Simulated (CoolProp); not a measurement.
A single-stage vapour-compression cycle with R142b: evaporating at 258.15 K (dew point), condensing at 315.15 K (bubble point), superheat 0 K, subcooling 5 K, compressor efficiency 0.9, no pressure losses. Each further row changes one setting.

The numbers come from the reference Helmholtz-energy equation of state, Lemmon 2006 in CoolProp. It is a short technical equation, of lower accuracy than the large ones.

```json
[
 {"case": "as stated", "cooling COP": "3.34", "pressure ratio": "6.96", "discharge temperature (K)": "326.2", "refrigerating effect (kJ/kg)": "160", "volumetric capacity (kJ/m³)": "615"},
 {"case": "evaporating temperature 263.15 K", "cooling COP": "[?]", "pressure ratio": "[?]", "discharge temperature (K)": "324.4", "refrigerating effect (kJ/kg)": "[?]", "volumetric capacity (kJ/m³)": "764"},
 {"case": "condensing temperature 310.15 K", "cooling COP": "3.76", "pressure ratio": "[?]", "discharge temperature (K)": "[?]", "refrigerating effect (kJ/kg)": "167", "volumetric capacity (kJ/m³)": "641"},
 {"case": "subcooling 10 K", "cooling COP": "3.48", "pressure ratio": "6.96", "discharge temperature (K)": "326.2", "refrigerating effect (kJ/kg)": "167", "volumetric capacity (kJ/m³)": "641"},
 {"case": "superheat 10 K", "cooling COP": "3.35", "pressure ratio": "6.96", "discharge temperature (K)": "[?]", "refrigerating effect (kJ/kg)": "168", "volumetric capacity (kJ/m³)": "[?]"},
 {"case": "compressor efficiency 0.8", "cooling COP": "2.97", "pressure ratio": "6.96", "discharge temperature (K)": "332.2", "refrigerating effect (kJ/kg)": "160", "volumetric capacity (kJ/m³)": "615"}
]
```

Problem. Complete the blanks.

Solution. 
- evaporating temperature 263.15 K, cooling COP: 3.81
- evaporating temperature 263.15 K, pressure ratio: 5.65
- evaporating temperature 263.15 K, refrigerating effect (kJ/kg): 163
- condensing temperature 310.15 K, pressure ratio: 6.06
- condensing temperature 310.15 K, discharge temperature (K): 320.9
- superheat 10 K, discharge temperature (K): 336.5
- superheat 10 K, volumetric capacity (kJ/m³): 619
